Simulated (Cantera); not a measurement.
Input (Python, Cantera) and output of one run.

```python
import numpy as np
import cantera as ct

gas_names = """
    H HNO HNO2 HNO3 HO2 H2 H2O H2O2 N NH NH2 NH3 NH2OH NO NO2 NO3 N2 N2H2 N2H4 N2O O OH O2 O3
""".split()
cond_names = """
    H2O(s) H2O(L)
""".split()


# ... load() reads the species with a 1 bar reference pressure and builds the phases ...
atoms = {
    'N2O': {'N': 2, 'O': 1},
    'H2': {'H': 2},
}
top_T = {}  # K; cautious upper limits of use, not melting points


# ... equilibrate(T, P, feed) seeds the gas with the atoms and calls Mixture.equilibrate('TP', solver="vcs", rtol=1e-11, max_steps=5000) ...
results = []
T = 3373  # K
P = 1000  # Pa
for m in [0.047, 0.067, 0.096, 0.14, 0.2, 0.28, 0.4, 0.58, 0.82]:
    feed = {'N2O': 1, 'H2': m}  # mol
    mix = equilibrate(T, P, feed)
    results.append((T, P, feed, dict(zip(mix.species_names, mix.species_moles))))

top = {s: max(r[3][s] / sum(r[3][g] for g in gas_names) for r in results) for s in gas_names}
cols = sorted((s for s in top if top[s] > 0.0001), key=lambda s: -top[s])[:8]
seen = [c for c in cond_names if any(r[3].get(c, 0) > 1e-12 for r in results)]
print("log10 of partial pressures in bar; condensed amounts in mol")
print(f"{'n(H2)':>10s}" + "".join(f"{s[:9]:>10s}" for s in cols + seen))
for T, P, feed, n in results:
    ng = sum(n[g] for g in gas_names)
    print(f"{feed['H2']:10.4g}" + "".join(f"{np.log10(max(n[s] / ng * P / 1e5, 1e-99)):10.3f}" for s in cols)
          + "".join(f"{n.get(c, 0):10.4g}" for c in seen))
```

It prints:

```
log10 of partial pressures in bar; condensed amounts in mol
     n(H2)        N2         O         H        O2        NO        H2        OH         N
     0.047    -2.318    -2.355    -3.356    -3.808    -3.818    -5.995    -4.765    -5.085
     0.067    -2.326    -2.364    -3.211    -3.824    -3.831    -5.705    -4.628    -5.089
     0.096    -2.337    -2.375    -3.067    -3.847    -3.848    -5.417    -4.496    -5.095
      0.14    -2.354    -2.392    -2.921    -3.881    -3.874    -5.126    -4.367    -5.103
       0.2    -2.376    -2.414    -2.790    -3.925    -3.907    -4.863    -4.257    -5.114
      0.28    -2.404    -2.442    -2.673    -3.981    -3.948    -4.629    -4.168    -5.128
       0.4    -2.442    -2.481    -2.558    -4.058    -4.006    -4.400    -4.092    -5.147
      0.58    -2.494    -2.532    -2.451    -4.162    -4.084    -4.185    -4.037    -5.173
      0.82    -2.554    -2.593    -2.363    -4.283    -4.175    -4.010    -4.010    -5.203
```

These are equilibrium values from Cantera (NASA tables, ideal gas, pure condensed phases), not measurements of a reactor.
